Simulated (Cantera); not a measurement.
Adiabatic ignition

An adiabatic, constant-volume homogeneous reactor starts with CH3OH : O2 : N2 = 1 : 4.17 : 15.7 (molar parts), at 1023 K and 10.9 atm.

Cantera simulation using GRI-Mech 3.0 (53 species, 325 reactions); the numbers are that mechanism's predictions, not measurements. GRI-Mech 3.0 was tuned for natural gas; its chemistry of methanol as a main component is partial and can be far from experiment.

```csv
t (s),T (K),P (bar),x CH3OH,x O2,x N2O,x H,x NO,x CH4
2.00e-6,1023,11.0,0.0479,0.200,<1e-12,<1e-12,<1e-12,<1e-12
5.79e-6,1023,11.0,0.0479,0.200,<1e-12,<1e-12,<1e-12,7.19e-12
1.68e-5,1023,11.0,0.0479,0.200,<1e-12,<1e-12,<1e-12,4.87e-11
4.85e-5,1023,11.0,0.0479,0.200,<1e-12,<1e-12,<1e-12,2.52e-10
0.000140,1023,11.0,0.0479,0.200,<1e-12,<1e-12,<1e-12,9.37e-10
0.000406,1023,11.0,0.0479,0.200,<1e-12,<1e-12,<1e-12,2.93e-9
0.00118,1023,11.0,0.0479,0.200,<1e-12,<1e-12,<1e-12,8.70e-9
0.00340,1023,11.0,0.0479,0.200,<1e-12,<1e-12,<1e-12,2.53e-8
0.00985,1023,11.0,0.0479,0.200,5.10e-12,<1e-12,<1e-12,7.30e-8
0.0285,1023,11.0,0.0479,0.200,5.05e-11,6.61e-12,<1e-12,2.06e-7
0.0825,2103,23.2,<1e-12,0.124,1.89e-6,3.82e-6,0.000991,<1e-12
0.239,2091,23.0,<1e-12,0.122,1.83e-6,3.46e-6,0.00497,<1e-12
0.691,2086,23.0,<1e-12,0.121,1.82e-6,3.28e-6,0.00696,<1e-12
2.00,2085,23.0,<1e-12,0.121,1.82e-6,3.28e-6,0.00704,<1e-12
```
x: mole fraction; the columns are a selection and need not sum to one.

```json
{
  "time_of_steepest_temperature_rise": "58.2 ms",
  "temperature at 2.00 s": "2085 K",
  "equilibrium_temperature": "2085 K",
  "x(CH3OH) at 2.00 s": "<1e-12 (gas-phase equilibrium <1e-12)",
  "x(O2) at 2.00 s": "0.121 (gas-phase equilibrium 0.121)",
  "x(N2O) at 2.00 s": "1.82e-6 (gas-phase equilibrium 1.82e-6)"
}
```
